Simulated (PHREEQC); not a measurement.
Consider water at 47 °C and 300 atm with 100 mmol/kgw CuSO4, 1.1 mmol/kgw HBF4 and 0.095 mmol/kgw FeCl3. Closed to the air; pH follows from the charge balance.

All values are PHREEQC results (ion-association model, phreeqc.dat), not measurements.

Each row changes one thing in this solution. This is a speciation only: nothing precipitates in the calculation.

| case | pH | ionic strength (mol/kgw) | Cl- (mol/kgw) | FeOH+2 (mol/kgw) | Fe(OH)2+ (mol/kgw) | Fe+3 (mol/kgw) | SI of Goethite (FeOOH) | SI of Hematite (Fe2O3) |
|---|---|---|---|---|---|---|---|---|
| as made | 3.17 | 0.221 | 0.000254 | 2.80e-8 | 1.39e-8 | 1.67e-9 | +1.61 | +5.30 |
| HBF4 left out | 4.14 | 0.220 | 0.000254 | 1.54e-5 | 7.19e-5 | 9.79e-8 | +6.30 | +14.67 |
| CuSO4 left out | 2.86 | 0.00148 | 0.000285 | 1.04e-8 | 5.83e-9 | 6.57e-10 | +1.04 | +4.16 |
| 0.003 mol/kgw KOH added | 3.74 | 0.223 | 0.000254 | 3.14e-8 | 5.81e-8 | 5.04e-10 | +2.81 | +7.68 |
| diluted 5-fold with water | 3.52 | 0.0538 | 5.46e-5 | 9.00e-8 | 1.42e-7 | 2.05e-9 | +3.02 | +8.10 |
| FeCl3 from 9.5e-05 to 0.000475 mol/kgw | 3.11 | 0.221 | 0.00127 | 2.40e-7 | 1.04e-7 | 1.64e-8 | +2.43 | +6.94 |
| temperature from 47 to 35 °C | 3.10 | 0.224 | 0.000266 | 1.80e-8 | 5.14e-9 | 2.35e-9 | +1.18 | +4.38 |
| temperature from 47 to 40 °C | 3.13 | 0.222 | 0.000261 | 2.16e-8 | 7.77e-9 | 2.03e-9 | +1.36 | +4.76 |

Complexes and solids missing from the database can't appear. Some of these states are supersaturated (in Hematite (slow to form), Goethite (slow to form), for instance). Under pressure, the constants of complexes without a molar volume in the database are unreliable. Away from 25 °C the constants follow the database's enthalpies or fits; those with neither stay at their 25 °C values. Real BF4- forms and hydrolyses slowly; the run takes it at equilibrium. Fluoro complexes past AlF4- and FeF3 are missing from the database.
